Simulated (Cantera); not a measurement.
A Cantera script and what it prints.

```python
import numpy as np
import cantera as ct

gas_names = """
    Br Br2 H HBr HO2 H2 H2O H2O2 O OH O2 O3
""".split()
cond_names = """
    Br2(cr) Br2(L) H2O(s) H2O(L)
""".split()


# ... load() reads the species with a 1 bar reference pressure and builds the phases ...
atoms = {
    'HBr': {'H': 1, 'Br': 1},
    'O2': {'O': 2},
}
top_T = {}  # K; cautious upper limits of use, not melting points


# ... equilibrate(T, P, feed) seeds the gas with the atoms and calls Mixture.equilibrate('TP', solver="vcs", rtol=1e-11, max_steps=5000) ...
results = []
feed = {'HBr': 1, 'O2': 0.43}  # mol
P = 98  # Pa
for T in [1523, 1573, 1623, 1673, 1723, 1773, 1823, 1873]:
    mix = equilibrate(T, P, feed)
    results.append((T, P, feed, dict(zip(mix.species_names, mix.species_moles))))
    x = sorted(zip(gas.X, gas.species_names), reverse=True)
    print(f"T = {T:g} K  P = {P:g} Pa  gas = {mix.phase_moles(0):.4g} mol")
    print("   x: " + "  ".join(f"{s} {v:.3e}" for v, s in x if v > 0.0001))
    print("   condensed (mol): " + ("  ".join(f"{mix.phase(i).name} {mix.phase_moles(i):.4g}"
          for i in range(1, mix.n_phases) if mix.phase_moles(i) > 1e-12) or "none"))
```

Output:

```
T = 1523 K  P = 98 Pa  gas = 1.65 mol
   x: Br 5.382e-01  H2O 2.712e-01  O2 1.245e-01  HBr 6.267e-02  Br2 2.495e-03  OH 7.782e-04
   condensed (mol): none
T = 1573 K  P = 98 Pa  gas = 1.654 mol
   x: Br 5.426e-01  H2O 2.721e-01  O2 1.233e-01  HBr 5.900e-02  Br2 1.538e-03  OH 1.170e-03  H2 1.189e-04  O 1.172e-04
   condensed (mol): none
T = 1623 K  P = 98 Pa  gas = 1.656 mol
   x: Br 5.461e-01  H2O 2.729e-01  O2 1.222e-01  HBr 5.565e-02  OH 1.716e-03  Br2 9.733e-04  H2 2.161e-04  O 2.123e-04
   condensed (mol): none
T = 1673 K  P = 98 Pa  gas = 1.659 mol
   x: Br 5.490e-01  H2O 2.735e-01  O2 1.211e-01  HBr 5.260e-02  OH 2.459e-03  Br2 6.316e-04  H2 3.789e-04  O 3.715e-04
   condensed (mol): none
T = 1723 K  P = 98 Pa  gas = 1.661 mol
   x: Br 5.513e-01  H2O 2.736e-01  O2 1.200e-01  HBr 4.981e-02  OH 3.447e-03  H2 6.425e-04  O 6.291e-04  Br2 4.195e-04  H 1.477e-04
   condensed (mol): none
T = 1773 K  P = 98 Pa  gas = 1.664 mol
   x: Br 5.532e-01  H2O 2.733e-01  O2 1.189e-01  HBr 4.724e-02  OH 4.736e-03  H2 1.056e-03  O 1.034e-03  H 2.954e-04  Br2 2.846e-04
   condensed (mol): none
T = 1823 K  P = 98 Pa  gas = 1.667 mol
   x: Br 5.546e-01  H2O 2.723e-01  O2 1.177e-01  HBr 4.485e-02  OH 6.385e-03  H2 1.687e-03  O 1.654e-03  H 5.685e-04  Br2 1.968e-04
   condensed (mol): none
T = 1873 K  P = 98 Pa  gas = 1.671 mol
   x: Br 5.555e-01  H2O 2.705e-01  O2 1.165e-01  HBr 4.260e-02  OH 8.456e-03  H2 2.622e-03  O 2.578e-03  H 1.056e-03  Br2 1.385e-04
   condensed (mol): none
```

Method: chemical equilibrium by Gibbs-energy minimisation in Cantera with the NASA 1993 tables (ideal gas, pure condensed phases).
